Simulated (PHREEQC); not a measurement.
Consider water at 83 °C with 0.066 mol HCl, 0.14 mol NiSO4 and 0.016 mol Na2SO4 per kg of water. Closed to the air; pH follows from the charge balance.

Equilibrium calculation in PHREEQC: ion-association model, wateq4f.dat.

No solid was allowed to form.

### Question
Order these Cl species by the share of Cl that they hold, largest first: NiCl2, NiCl+, Cl-.

### Answer
Cl- (95 %), NiCl+ (4.4 %), NiCl2 (0.84 %)

The pH is 2.06 and the ionic strength 0.342 mol/kgw. Species that the database lacks are ignored. At this temperature some constants are extrapolated from 25 °C, and those without enthalpy data are left unchanged.
